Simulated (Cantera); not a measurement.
A diamond (100) surface in a fixed gas of H2 with x(CH4) = 0.011, x(CH3) = 3.8e-05, at 1125 K, 20000 Pa; coverages are run to steady state.

Computed with Cantera and the Harris–Goodwin 1993 mechanism for the reconstructed diamond (100) surface.

θ: site fractions in the mechanism's names (c6HH fully hydrogenated, c6H* and c6*H radical sites, c6** diradical, c6HM methylated).

| x(H) | growth (µm/h) | θ c6HH | θ c6H* | θ c6*H | θ c6** | θ c6HM |
|---|---|---|---|---|---|---|
| 0.0001 | 0.498 | 0.595 | 0.0241 | 0.361 | 0.00546 | 0.00859 |
| 0.00025 | 1.29 | 0.536 | 0.0275 | 0.411 | 0.0105 | 0.00930 |
| 0.00063 | 2.66 | 0.508 | 0.0291 | 0.435 | 0.0153 | 0.00788 |
| 0.0016 | 4.25 | 0.497 | 0.0299 | 0.447 | 0.0186 | 0.00506 |
| 0.004 | … | 0.493 | 0.0304 | 0.452 | 0.0202 | … |
| 0.01 | 6.11 | 0.492 | 0.0308 | 0.455 | 0.0210 | 0.00118 |
| 0.025 | 6.44 | 0.491 | 0.0316 | 0.455 | 0.0215 | … |
| 0.063 | 6.64 | 0.491 | 0.0332 | 0.454 | 0.0220 | 0.000204 |
| 0.16 | 6.88 | 0.490 | 0.0372 | 0.449 | 0.0229 | 8.33e-5 |

### Question
Fill in the missing entries.

### Answer

- 0.004, growth (µm/h): 5.44
- 0.004, θ c6HM: 0.00262
- 0.025, θ c6HM: 0.000500
